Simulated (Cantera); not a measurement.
## Ignition delay

Mixture: 8.20 % CH₄, 16.4 % O₂, 75.4 % N₂, equivalence ratio 1.0, at 6.22 atm, adiabatic and at constant pressure. Ignition delay is the time to a rise of 400 K.

Computed with Cantera and GRI-Mech 3.0 (53 species, 325 reactions).

```tsv
T0 (K)	delay (ms)
1125	25.2
1225	6.90
1325	2.12
1425	0.715
1525	0.262
1625	0.105
1725	0.0463
1825	0.0227
```

```json
{
  "apparent activation energy between 1625 and 1825 K": "190 kJ/mol"
}
```
